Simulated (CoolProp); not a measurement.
A single-stage vapour-compression cycle with ethane: evaporating at 253.15 K (dew point), condensing at 291.15 K (bubble point), superheat 8 K, subcooling 5 K, compressor efficiency 0.6, no pressure losses. Each further row changes one setting.

The numbers come from the reference Helmholtz-energy equation of state, Bücker 2006 in CoolProp.

| case | cooling COP | pressure ratio | discharge temperature (K) | refrigerating effect (kJ/kg) | volumetric capacity (kJ/m³) |
|---|---|---|---|---|---|
| as stated | 2.85 | 2.54 | 330.7 | 270 | 6560 |
| evaporating temperature 258.15 K | 3.42 | 2.21 | 325.8 | 273 | 7630 |
| condensing temperature 286.15 K | 3.47 | 2.27 | 322.2 | 289 | 7020 |
| subcooling 10 K | 3.06 | 2.54 | 330.7 | 290 | 7050 |
| superheat 18 K | 2.85 | 2.54 | 341.9 | 291 | 6590 |
| compressor efficiency 0.5 | 2.37 | 2.54 | 338.4 | 270 | 6560 |
